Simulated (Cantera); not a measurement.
A Cantera script and what it prints.

```python
import numpy as np
import cantera as ct

gas_names = [...]  # 113 gases of nasa_gas.yaml made of C, H, O, Ta
cond_names = """
    C(gr) C6H6(L) C7H8(L) C8H18(L),n-octa H2O(s) H2O(L) Ta(cr) Ta(L) TaC(s) TaC(L) Ta2O5(s) Ta2O5(L)
""".split()


# ... load() reads the species with a 1 bar reference pressure and builds the phases ...
atoms = {
    'Ta2O5': {'Ta': 2, 'O': 5},
    'CH4': {'C': 1, 'H': 4},
    'CO': {'C': 1, 'O': 1},
}
top_T = {'C(gr)': 4500}  # K; cautious upper limits of use, not melting points


# ... equilibrate(T, P, feed) seeds the gas with the atoms and calls Mixture.equilibrate('TP', solver="vcs", rtol=1e-11, max_steps=5000) ...
results = []
feed = {'Ta2O5': 1, 'CH4': 0.56, 'CO': 0.23}  # mol
P = 100000  # Pa
for T in [975, 1175, 1375, 1575, 1775, 1975, 2175, 2375, 2575]:
    mix = equilibrate(T, P, feed)
    results.append((T, P, feed, dict(zip(mix.species_names, mix.species_moles))))

top = {s: max(r[3][s] / sum(r[3][g] for g in gas_names) for r in results) for s in gas_names}
cols = sorted((s for s in top if top[s] > 0.0001), key=lambda s: -top[s])[:9]
seen = [c for c in cond_names if any(r[3].get(c, 0) > 1e-12 for r in results)]
print("log10 of partial pressures in bar; condensed amounts in mol")
print(f"{'T/K':>10s}" + "".join(f"{s[:9]:>10s}" for s in cols + seen))
for T, P, feed, n in results:
    ng = sum(n[g] for g in gas_names)
    print(f"{T:10.4g}" + "".join(f"{np.log10(max(n[s] / ng * P / 1e5, 1e-99)):10.3f}" for s in cols)
          + "".join(f"{n.get(c, 0):10.4g}" for c in seen))
```

It prints:

```
log10 of partial pressures in bar; condensed amounts in mol
       T/K        H2        CO       CH4       H2O         H       CO2      TaO2       TaO     C(gr)    Ta(cr)    TaC(s)  Ta2O5(s)  Ta2O5(L)
       975    -0.126    -0.937    -1.152    -1.284    -9.004    -1.891   -25.197   -31.425    0.5534         0         0         1         0
      1175    -0.089    -0.777    -1.896    -2.326    -6.956    -3.121   -18.452   -22.286    0.5504         0         0         1         0
      1375    -0.196    -0.445    -2.987    -2.684    -5.563    -3.249   -13.966   -16.622         0         0    0.1608    0.9196         0
      1575    -0.195    -0.445    -4.215    -2.545    -4.479    -3.257   -10.813   -12.921         0         0    0.1617    0.9192         0
      1775    -0.196    -0.445    -5.158    -2.443    -3.636    -3.263    -8.391   -10.071         0         0    0.1621     0.919         0
      1975    -0.197    -0.446    -5.901    -2.365    -2.962    -3.266    -6.478    -7.813         0         0    0.1624    0.9188         0
      2175    -0.199    -0.446    -6.478    -2.328    -2.411    -3.292    -5.003    -6.030         0         0    0.1626         0    0.9187
      2375    -0.203    -0.448    -6.939    -2.320    -1.952    -3.331    -3.842    -4.591         0         0    0.1626         0    0.9186
      2575    -0.252    -0.390    -7.425    -2.289    -1.586    -3.233    -2.914    -3.498         0    0.2276         0         0    0.8847
```

Cantera equilibrium calculation (NASA polynomials, part measured and part estimated; ideal gas, pure solids and liquids). Mutual solubility and eutectic melting of coexisting phases are not modelled. TaC: taken at fixed stoichiometry. Condensed phases not in the tables: Ta2C, N, O or C dissolved in the metal.
